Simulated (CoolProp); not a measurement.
Vapour-liquid equilibrium of chloromethane (R40) (1) + isobutene (2) at -34.35 °C; x and y are mole fractions of (1).

The numbers come from the multi-fluid Helmholtz-energy mixture model, Thol 2014 and Lemmon 2005; pair parameters Bell 2016 in CoolProp.

```tsv
x	bubble pressure, mixture model (MPa)	bubble pressure, Raoult's law (MPa)	y, mixture model	y, Raoult's law
0.05	0.03303	0.03177	0.131	0.099
0.2	(withheld)	0.03671	0.387	0.344
0.35	0.04590	0.04165	0.548	0.530
0.5	(withheld)	0.04659	(withheld)	0.677
0.65	(withheld)	0.05154	(withheld)	0.795
0.8	0.05847	0.05648	(withheld)	0.893
0.95	(withheld)	0.06142	(withheld)	0.975
```

### Question
Some entries are withheld; supply them.

### Answer

- 0.2, bubble pressure, mixture model (MPa): 0.04025
- 0.5, bubble pressure, mixture model (MPa): 0.05060
- 0.5, y, mixture model: 0.669
- 0.65, bubble pressure, mixture model (MPa): 0.05472
- 0.65, y, mixture model: 0.773
- 0.8, y, mixture model: 0.870
- 0.95, bubble pressure, mixture model (MPa): 0.06196
- 0.95, y, mixture model: 0.967

The largest gap from Raoult's law is +10.2 % in bubble pressure, at x = 0.35. No azeotrope shows between x = 0.05 and 0.95.

Pair parameters are fitted to limited data, so mixtures are less certain than the pure fluids.
